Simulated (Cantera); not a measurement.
Mixture: H2 : O2 : N2 : H2O = 1 : 0.704 : 2.65 : 0.26 (molar parts), equivalence ratio 0.71, at 4.93 atm, adiabatic and at constant pressure. Ignition delay is the time to a rise of 400 K.

Cantera simulation using GRI-Mech 3.0 (53 species, 325 reactions); the numbers are that mechanism's predictions, not measurements. The hydrogen kinetics of GRI-Mech 3.0 are dated; newer H2 mechanisms differ, most at raised pressure. Below about 950 K walls govern HO2 and H2O2 in real vessels. Where the delays flatten at high temperature, the 400 K rule measures the pace of heat release, not the induction time.

Problem. What does this change do: pressure from 4.93 atm to 13.8 atm?

Solution. 
```tsv
quantity	before	after
delay at 925 K	0.108 s	57.4 ms
delay at 1125 K	0.714 ms	0.772 ms
delay at 1325 K	7.51 µs	15.8 µs
delay at 1525 K	3.03 µs	1.31 µs
delay at 1725 K	1.96 µs	0.634 µs
```
The pressure lies above the range GRI-Mech 3.0 was tuned for (to about 10 atm).

Problem. What does this change do: pressure from 4.93 atm to 9.87 atm?

Solution. 
| quantity | before | after |
|---|---|---|
| delay at 925 K | 0.108 s | 70.8 ms |
| delay at 1125 K | 0.714 ms | 0.836 ms |
| delay at 1325 K | 7.51 µs | 8.34 µs |
| delay at 1525 K | 3.03 µs | 1.63 µs |
| delay at 1725 K | 1.96 µs | 0.890 µs |
